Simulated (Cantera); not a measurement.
A closed system holds: 1 mol CH3Cl, 0.24 mol F2, 1.4 mol H2, at 723 K and 0.170 bar.

Method: chemical equilibrium by Gibbs-energy minimisation in Cantera with the NASA 1993 tables (ideal gas, pure condensed phases). Candidate condensed phases: C, C6H6, C7H8, C8H18; 118 gas species. Kinetics and transport are ignored.

Task: What is the equilibrium state?

Result: 
```
Property           Result
--------------  ---------
x(H2)               0.395
x(HCl)              0.314
x(HF)               0.151
x(CH4)              0.141
n(C(graphite))  0.549 mol
gas amount      3.189 mol
```
